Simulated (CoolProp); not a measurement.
Sulfur dioxide along the isotherm 226 K: fugacity coefficient from the reference equation and from simpler models built on Tc = 430.6 K, pc = 7.887 MPa, ω = 0.256; each cubic takes its own stable root.

Model: reference Helmholtz-energy equation of state, Gao 2016, in CoolProp.

| p (MPa) | phase | reference |
|---|---|---|
| 0.394 | liquid | 0.03533 |
| 0.789 | liquid | 0.01780 |
| 1.18 | liquid | 0.01200 |
| 1.58 | liquid | 0.009043 |
| 1.97 | liquid | 0.007315 |
| 2.37 | liquid | 0.006134 |
| 2.76 | liquid | 0.005312 |
| 3.15 | liquid | 0.004694 |
| 3.55 | liquid | 0.004202 |
| 3.94 | liquid | 0.003818 |

### Question
How far does each simpler model (van der Waals, Soave-Redlich-Kwong, Peng-Robinson) lie from the reference over these 10 states: mean and median of the absolute difference, and the worst?

### Answer
- van der Waals: mean 2026.7 %, median 2026.3 %, worst +2085.2 % at 226 K and 3.94 MPa
- Soave-Redlich-Kwong: mean 0.6 %, median 0.6 %, worst -1.0 % at 226 K and 0.394 MPa
- Peng-Robinson: mean 4.8 %, median 4.8 %, worst +4.8 % at 226 K and 0.394 MPa
